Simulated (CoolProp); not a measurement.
A single-stage vapour-compression cycle with R1233zd(E): evaporating at 269.15 K (dew point), condensing at 339.15 K (bubble point), superheat 8 K, subcooling 2 K, compressor efficiency 0.75, no pressure losses. Each further row changes one setting.

Model: reference Helmholtz-energy equation of state, Akasaka 2022, in CoolProp.

```csv
case,cooling COP,pressure ratio,discharge temperature (K),refrigerating effect (kJ/kg),volumetric capacity (kJ/m³)
as stated,___,11.4,359.4,129,302
evaporating temperature 274.15 K,2.41,___,___,132,___
condensing temperature 334.15 K,___,9.92,___,135,317
subcooling 7 K,2.25,11.4,359.4,135,317
superheat 18 K,2.18,11.4,370.0,137,308
compressor efficiency 0.65,___,11.4,369.3,129,302
```

Task: Fill in the missing entries.

Result: 
- as stated, cooling COP: 2.14
- evaporating temperature 274.15 K, pressure ratio: 9.09
- evaporating temperature 274.15 K, discharge temperature (K): 357.4
- evaporating temperature 274.15 K, volumetric capacity (kJ/m³): 382
- condensing temperature 334.15 K, cooling COP: 2.38
- condensing temperature 334.15 K, discharge temperature (K): 354.4
- compressor efficiency 0.65, cooling COP: 1.85
